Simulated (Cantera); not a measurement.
Mixture: CH₄ : O₂ : N₂ = 1 : 1 : 3.76 (molar parts), equivalence ratio 2.0, at 1000000 Pa, adiabatic and at constant pressure. Ignition delay is the time to a rise of 400 K.

Model: GRI-Mech 3.0 (53 species, 325 reactions), integrated in Cantera.

Problem. What does this change do: pressure from 1000000 Pa to 2400000 Pa?

Solution. 
```tsv
quantity	before	after
delay at 1025 K	76.0 ms	27.4 ms
delay at 1125 K	18.1 ms	6.30 ms
delay at 1225 K	5.08 ms	1.85 ms
delay at 1325 K	1.60 ms	0.626 ms
delay at 1425 K	0.551 ms	0.232 ms
delay at 1525 K	0.203 ms	91.7 µs
delay at 1625 K	80.0 µs	38.3 µs
apparent activation energy between 1425 and 1625 K	190 kJ/mol	170 kJ/mol
```
The pressure lies above the range GRI-Mech 3.0 was tuned for (to about 10 atm).
